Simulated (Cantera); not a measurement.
Charge: 1 mol CH3SiCl3, 0.1 mol C2H4, 21 mol H2, held at 1952 °C and 1000 Pa.

Method: chemical equilibrium by Gibbs-energy minimisation in Cantera with the NASA 1993 tables (ideal gas, pure condensed phases). Candidate condensed phases: C, C6H6, C7H8, C8H18, Si, SiC; 109 gas species. The feed counts by its element totals alone. The tables' values for SiCl are old estimates; treat these amounts as uncertain. Gases not in the tables: Si2H6 and higher silanes. The numbers say what is thermodynamically allowed, not how fast it happens.

Base state: H2 0.816, HCl 0.107, H 0.0585, Cl 0.00556, Si 0.00542, SiCl2 0.00304, C2H2 (acetylene) 0.00239, SiCl 0.000718 (mole fractions); condensed: C(graphite) + SiC(s).

Problem. What changes in the equilibrium state with this change: CH3SiCl3 replaced by (CH3)2SiCl2?

Solution. 
| species | before | after |
|---|---|---|
| H2 | 0.816 | 0.856 |
| HCl | 0.107 | 0.0698 |
| H | 0.0585 | 0.0599 |
| Cl | 0.00556 | 0.00355 |
| Si | 0.00542 | 0.00542 |
| SiCl2 | 0.00304 | 0.00124 |
| SiCl | 0.000718 | 0.000458 |
| SiH2 | 3.16e-5 | 3.31e-5 |
| C2H2 (acetylene) | 0.00239 | 0.00251 |
| SiH | 0.000207 | 0.000212 |
| C(graphite), mol | 0.311 | 1.26 |
| SiC(s), mol | 0.730 | 0.773 |

Problem. What changes in the equilibrium state with this change: H2 from 21 to 430 mol?

Solution. 
| species | before | after |
|---|---|---|
| H2 | 0.816 | 0.928 |
| H | 0.0585 | 0.0624 |
| HCl | 0.107 | 0.00636 |
| Cl | 0.00556 | 0.000310 |
| Si | 0.00542 | 0.00196 |
| SiCl2 | 0.00304 | 3.44e-6 |
| SiCl | 0.000718 | 1.45e-5 |
| Si2C | 0.000346 | 3.04e-5 |
| Si2 | 1.05e-5 | 1.38e-6 |
| C(graphite), mol | 0.311 | 0 |
| SiC(s), mol | 0.730 | 0 |
